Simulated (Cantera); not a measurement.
Premixed flame

A freely propagating, adiabatic, planar premixed flame of H2 : O2 : N2 = 1 : 0.455 : 1.71 (molar parts), equivalence ratio 1.1, unburnt at 600 K and 0.158 atm; mixture-averaged transport, grid criteria slope 0.08 and curve 0.16, no radiation.

Computed with Cantera and the H2/O2 subset of GRI-Mech 3.0, which has no nitrogen chemistry. Burning velocities carry a grid error of a few per cent, more on coarse grids.

```csv
z (mm),T (K),u (m/s),x H2,x O2,x H2O,x H2O2,x OH,x O
-15.4,600,6.40,0.316,0.144,<1e-8,<1e-8,<1e-8,<1e-8
-10.2,600,6.40,0.316,0.144,<1e-8,<1e-8,<1e-8,<1e-8
-7.68,600,6.40,0.316,0.144,<1e-8,<1e-8,<1e-8,<1e-8
-5.12,600,6.40,0.316,0.144,1.10e-8,<1e-8,<1e-8,<1e-8
-2.56,606,6.46,0.315,0.144,0.000369,4.67e-7,2.17e-5,6.24e-6
-1.28,721,7.61,0.294,0.140,0.0105,9.25e-7,0.000320,0.000236
0,1121,11.5,0.154,0.0911,0.113,7.86e-7,0.00333,0.00765
1.28,1400,14.1,0.0605,0.0338,0.214,8.75e-7,0.00845,0.0145
2.56,1519,15.2,0.0569,0.0276,0.226,6.70e-7,0.0109,0.0147
5.12,1661,16.5,0.0596,0.0246,0.233,4.00e-7,0.0136,0.0139
10.2,1818,17.8,0.0611,0.0213,0.242,2.10e-7,0.0162,0.0121
20.5,1982,19.2,0.0607,0.0178,0.254,1.11e-7,0.0181,0.00979
41.0,2143,20.5,0.0581,0.0141,0.267,6.67e-8,0.0186,0.00720
```
x: mole fraction of selected species; z is measured from the peak of heat release.

```yaml
laminar_burning_velocity: 640 cm/s
thermal_thickness: 5.12 mm
peak x(H2O2): 1.04e-6
peak x(OH): 0.0186
peak x(O): 0.0148
grid_points: 137
```
